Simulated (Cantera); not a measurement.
Input: 1 mol Ti(OiPr)4, 230 mol H2, at 1948.15 K and 0.00530 bar.

Cantera equilibrium calculation (NASA polynomials, part measured and part estimated; ideal gas, pure solids and liquids). Candidate condensed phases: C, C6H6, C7H8, C8H18, H2O, Ti, TiC, TiO, TiO2, Ti2O3, Ti3O5, Ti4O7; 113 gas species. The feed counts by its element totals alone. TiC: taken at fixed stoichiometry. The numbers say what is thermodynamically allowed, not how fast it happens.

Base state: H2 0.968, CO 0.0160, H 0.0153, C2H2 (acetylene) 0.000522 (mole fractions); condensed: C(graphite) + TiC(s).

Problem. What changes in the equilibrium state with this change: Ti(OiPr)4 replaced by Ti?

Solution. 
```csv
species,before,after
H2,0.968,0.984
H,0.0153,0.0154
Ti,5.13e-8,0.000929
CO,0.0160,0
C2H2 (acetylene),0.000522,0
"C(graphite), mol",6.74,0
"TiC(s), mol",1.000,0
"Ti(l), mol",0,0.784
```
